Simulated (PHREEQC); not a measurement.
0.057 g of hydrous ferric oxide (600 m²/g; 0.2 weak and 0.005 strong sites per Fe, Dzombak-Morel constants, diffuse double layer) in 1 kg of water with 0.05 mol/kgw of an inert sodium salt and 5.9e-05 mol/kgw Na2HAsO4, at 25 °C; the pH is set by adding NaOH or the inert anion's acid. O2 is buffered at 0.21 atm. The system is closed to CO2. No solid was allowed to form.

Computed with PHREEQC (ion-association model, wateq4f.dat).

```
pH     As sorbed (%)  surface charge σ (C/m²)  surface potential ψ (mV)
-----  -------------  -----------------------  ------------------------
3               99.9                    0.173                       132
3.67            99.9                    0.135                (withheld)
4.33            99.9                    0.094                       102
5               99.8                    0.059                        80
5.67            99.7                    0.031                        52
6.33            99.0                    0.011                        21
7.67      (withheld)                   -0.020                       -37
8.33            52.6                   -0.036                       -58
9               30.5                   -0.056                       -77
9.67            19.1                   -0.082                       -96
10.33           11.2                   -0.116                (withheld)
11               4.1                   -0.166                      -130
```

Problem. Some entries are withheld; supply them.

Solution. 
- 3.67, surface potential ψ (mV): 120
- 7.67, As sorbed (%): 80.4
- 10.33, surface potential ψ (mV): -113

The oxide is taken as insoluble; below pH 4 it would dissolve.
